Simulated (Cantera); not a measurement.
Cantera run:

```python
import numpy as np
import cantera as ct

gas_names = """
    C CH CH2 CH3 CH4 C2 C2H C2H2,acetylene C2H2,vinylidene C2H3,vinyl C2H4 C2H5 C2H6 C3 C3H3,propargyl
    C3H4,allene C3H4,propyne C3H4,cyclo- C3H5,allyl C3H6,propylene C3H6,cyclo- C3H7,n-propyl
    C3H7,i-propyl C3H8 C4 C4H2 C4H4,1,3-cyclo- C4H6,butadiene C4H6,2-butyne C4H6,cyclo- C4H8,1-butene
    C4H8,cis2-buten C4H8,tr2-butene C4H8,isobutene C4H8,cyclo- C4H9,n-butyl C4H9,i-butyl C4H9,s-butyl
    C4H9,t-butyl C4H10,isobutane C4H10,n-butane C5 C5H6,1,3cyclo- C5H8,cyclo- C5H10,1-pentene
    C5H10,cyclo- C5H11,pentyl C5H11,t-pentyl C5H12,n-pentane C5H12,i-pentane CH3C(CH3)2CH3 C6H2
    C6H5,phenyl C6H6 C6H10,cyclo- C6H12,1-hexene C6H12,cyclo- C6H13,n-hexyl C7H7,benzyl C7H8
    C7H14,1-heptene C7H15,n-heptyl C7H16,n-heptane C8H8,styrene C8H10,ethylbenz C8H16,1-octene
    C8H17,n-octyl C8H18,isooctane C8H18,n-octane C9H19,n-nonyl C10H8,naphthale C10H21,n-decyl
    C12H9,o-bipheny C12H10,bipheny H H2 Si SiC SiC2 SiC4H12 SiH SiH2 SiH3 SiH4 Si2 Si2C Si3
""".split()
cond_names = """
    C(gr) C6H6(L) C7H8(L) C8H18(L),n-octa Si(cr) Si(L) SiC(b)
""".split()


def load(file, names, dense=False):
    # The tables refer to 1 bar. Condensed volumes are neglected.
    table = {s.name: s for s in ct.Species.list_from_file(file)}
    out = []
    for n in names:
        d = dict(table[n].input_data)
        d["thermo"] = dict(d["thermo"], **{"reference-pressure": 1e5})
        if dense:
            d["equation-of-state"] = {"model": "constant-volume", "density": "1e6 g/cm^3"}
        out.append(ct.Species.from_dict(d))
    return out


gas = ct.Solution(thermo="ideal-gas", species=load("nasa_gas.yaml", gas_names))
cond = {s.name: ct.Solution(thermo="fixed-stoichiometry", species=[s], name=s.name)
        for s in load("nasa_condensed.yaml", cond_names, dense=True)}
atoms = {
    'Si(CH3)4': {'Si': 1, 'C': 4, 'H': 12},
    'H2': {'H': 2},
}
top_T = {'C(gr)': 4500, 'SiC(b)': 3050}  # K; cautious upper limits of use, not melting points


def equilibrate(T, P, feed):
    n = {}
    for name, mol in feed.items():
        for a, k in atoms[name].items():
            n[a] = n.get(a, 0.0) + k * mol
    gas.TPX = T, P, n
    mass = sum(n.values()) * gas.mean_molecular_weight
    gas.equilibrate("TP")
    valid = [c for c in cond.values() if c.min_temp <= T <= top_T.get(c.name, c.max_temp)]
    mix = ct.Mixture([(gas, mass / gas.mean_molecular_weight)] + [(c, 0.0) for c in valid])
    mix.T, mix.P = T, P
    mix.equilibrate("TP", solver="vcs", rtol=1e-11, max_steps=5000)
    return mix


results = []
feed = {'Si(CH3)4': 1, 'H2': 7.2}  # mol
T = 1050  # K
P = 100000  # Pa
mix = equilibrate(T, P, feed)
results.append((T, P, feed, dict(zip(mix.species_names, mix.species_moles))))
print(gas.report(threshold=0.001))
for i in range(1, mix.n_phases):
    print(f"{mix.phase(i).name:16s} {mix.phase_moles(i):12.5e} mol")
```

Result:

```
       temperature   1050 K
          pressure   1e+05 Pa
           density   0.031368 kg/m^3
  mean mol. weight   2.7385 kg/kmol
   phase of matter   gas

                          1 kg             1 kmol
                     ---------------   ---------------
          enthalpy        7.0833e+06        1.9398e+07  J
   internal energy        3.8954e+06        1.0668e+07  J
           entropy             63442        1.7374e+05  J/K
    Gibbs function       -5.9531e+07       -1.6303e+08  J
 heat capacity c_p             11951             32728  J/K
 heat capacity c_v            8914.9             24414  J/K

                      mass frac. Y      mole frac. X     chem. pot. / RT
                     ---------------   ---------------   ---------------
               CH4           0.30174          0.051507           -36.955
                H2           0.69825           0.94849           -17.681
     [  +85 minor]        1.5106e-05        1.4319e-06

C(gr)             2.35338e+00 mol
Si(cr)            0.00000e+00 mol
SiC(b)            1.00000e+00 mol
```

Cantera equilibrium calculation (NASA polynomials, part measured and part estimated; ideal gas, pure solids and liquids).
